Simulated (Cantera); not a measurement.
What does this Cantera script print?

```python
import numpy as np
import cantera as ct

gas_names = """
    CL CL2 H HCL H2 Si SiCL SiCL2 SiCL3 SiCL4 SiH SiHCL3 SiH2 SiH2CL2 SiH3 SiH3CL SiH4 Si2 Si3
""".split()
cond_names = """
    Si(cr) Si(L)
""".split()


# ... load() reads the species with a 1 bar reference pressure and builds the phases ...
atoms = {
    'SiHCl3': {'Si': 1, 'H': 1, 'CL': 3},
    'HCl': {'H': 1, 'CL': 1},
    'H2': {'H': 2},
}
top_T = {}  # K; cautious upper limits of use, not melting points


# ... equilibrate(T, P, feed) seeds the gas with the atoms and calls Mixture.equilibrate('TP', solver="vcs", rtol=1e-11, max_steps=5000) ...
results = []
feed = {'SiHCl3': 1, 'HCl': 0.018, 'H2': 51}  # mol
T = 1573  # K
P = 133.322  # Pa
mix = equilibrate(T, P, feed)
results.append((T, P, feed, dict(zip(mix.species_names, mix.species_moles))))
x = sorted(zip(gas.X, gas.species_names), reverse=True)
print(f"T = {T:g} K  P = {P:g} Pa  gas = {mix.phase_moles(0):.4g} mol")
print("   x: " + "  ".join(f"{s} {v:.3e}" for v, s in x if v > 1e-06))
print("   condensed (mol): " + ("  ".join(f"{mix.phase(i).name} {mix.phase_moles(i):.4g}"
      for i in range(1, mix.n_phases) if mix.phase_moles(i) > 1e-12) or "none"))
```

Result:

```
T = 1573 K  P = 133.322 Pa  gas = 53.05 mol
   x: H2 9.487e-01  HCL 4.335e-02  SiCL2 6.708e-03  H 1.085e-03  Si 4.124e-05  CL 3.939e-05  SiCL 2.703e-05  SiCL3 1.736e-05  SiH 3.531e-06  SiH2 3.481e-06
   condensed (mol): Si(cr) 0.6392
```

Equilibrium computed with Cantera from the NASA thermochemical tables; the gas is ideal and each condensed phase is pure. The tables' values for SiCl, SiCl3 are old estimates; treat these amounts as uncertain.
